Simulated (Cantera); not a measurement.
Feed: 1 mol TiO₂, 0.85 mol CH₄, 14 mol H₂, held at 623 Torr.

Equilibrium computed with Cantera from the NASA thermochemical tables; the gas is ideal and each condensed phase is pure. Candidate condensed phases: C, C₆H₆, C₇H₈, C₈H₁₈, H₂O, Ti, TiC, TiO, TiO₂, Ti₂O₃, Ti₃O₅, Ti₄O₇; 113 gas species. Mutual solubility and eutectic melting of coexisting phases are not modelled. TiC: taken at fixed stoichiometry. Equilibrium is a limit: real reactors are often held back by kinetics, nucleation or transport. All values below are at 1775 K.

Base state: H₂ 0.956, CO 0.0431, H 0.000311, H₂O 0.000244, CH₄ 2.89e-5 (mole fractions); condensed: TiC(s) + Ti₂O₃(s).

Task: What changes in the equilibrium state with this change: CH₄ from 0.85 to 1.8 mol?

Result: 
```json
[
 {"species": "H₂", "before": "0.956", "after": "0.932"},
 {"species": "CO", "before": "0.0431", "after": "0.0677"},
 {"species": "H", "before": "0.000311", "after": "0.000307"},
 {"species": "H₂O", "before": "0.000244", "after": "0.000284"},
 {"species": "CH₄", "before": "2.89e-5", "after": "3.59e-5"},
 {"species": "TiC(s), mol", "before": "0.141", "after": "0.522"},
 {"species": "Ti₂O₃(s), mol", "before": "0.429", "after": "0.239"}
]
```

Task: What changes in the equilibrium state with this change: TiO₂ replaced by MgO?

Result: 
```csv
species,before,after
H₂,0.956,0.914
CO,0.0431,0.0426
Mg,0,0.0421
MgH,0,0.000488
C₂H₂ (acetylene),2.81e-7,0.000130
H₂O,0.000244,1.04e-5
CH₄,2.89e-5,0.000580
"TiC(s), mol",0.141,0
"Ti₂O₃(s), mol",0.429,0
"C(graphite), mol",0,0.105
"MgO(s), mol",0,0.270
```
The tables' values for MgH are old estimates; treat these amounts as uncertain. Further candidate phases: Mg, MgCO₃, MgO, Mg(OH)₂.
